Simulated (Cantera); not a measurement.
# SiCl4 + NH3 + H2 (silicon nitride deposition)

Input: 1 mol SiCl4, a varied amount of NH3, 20 mol H2, held at 135 Torr.

Cantera equilibrium calculation (NASA polynomials, part measured and part estimated; ideal gas, pure solids and liquids). Candidate condensed phases: NH4Cl, Si, Si3N4; 28 gas species. Mutual solubility and eutectic melting of coexisting phases are not modelled. The tables' values for SiCl3 are old estimates. The numbers say what is thermodynamically allowed, not how fast it happens.

Stable condensed phases:

```
T in °C \ n(NH3) in mol
         0.17 0.36 0.75  1.6  3.3  6.9   14
   1827     A    A    A    A    A    A    A
   1677     A    A    A    A    A    A    A
   1527     A    A    A    A    B    B    B
   1377     A    B    B    B    B    B    B
   1227     C    B    B    B    B    B    B
   1077     C    B    B    B    B    B    B
    927     B    B    B    B    B    B    B
    777     B    B    B    B    B    B    B
    627     B    B    B    B    B    B    B
    477     B    B    B    B    B    B    B
```

A: Si; B: Si3N4; C: Si + Si3N4.
